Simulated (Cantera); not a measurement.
Input: 1 mol Si, 6.6 mol Br2, 1.4 mol H2, equilibrated at 1402 °C and 7.20 Pa.

Method: chemical equilibrium by Gibbs-energy minimisation in Cantera with the NASA 1993 tables (ideal gas, pure condensed phases). Candidate condensed phases: Br2, Si; 19 gas species. The tables' values for SiBr, SiBr3 are old estimates; treat these amounts as uncertain. Equilibrium is a limit: real reactors are often held back by kinetics, nucleation or transport.

Base state: Br 0.727, HBr 0.162, SiBr2 0.0780, H2 0.0287, H 0.00232, SiBr 0.000994, Si 0.000181, SiBr3 0.000144 (mole fractions); condensed: gas only.

What changes in the equilibrium state with this change: H2 from 1.4 to 0.28 mol?


| species | before | after |
|---|---|---|
| Br | 0.727 | 0.874 |
| SiBr2 | 0.0780 | 0.0806 |
| HBr | 0.162 | 0.0425 |
| H2 | 0.0287 | 0.00137 |
| H | 0.00232 | 0.000506 |
| Br2 | 8.00e-5 | 0.000116 |
| Si | 0.000181 | 0.000129 |
